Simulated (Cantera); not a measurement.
A closed system holds: 1 mol AlN, 1.4 mol O₂, 3.7 mol H₂, at 1223.15 K and 0.140 bar.

These are equilibrium values from Cantera (NASA tables, ideal gas, pure condensed phases), not measurements of a reactor. Candidate condensed phases: Al, AlN, Al₂O₃, H₂O; 35 gas species. Rates play no part.

Q: What is the equilibrium state?

A: 
```
Item                                 Result
--------------------------------  ---------
x(H₂)                                 0.571
x(H₂O)                                0.310
x(N₂)                                 0.119
x(NH₃)                              3.59e-6
n(Al₂O₃(s))                       0.500 mol
gas amount                        4.200 mol
log10 activity of Al(l) (absent)     -15.55
```
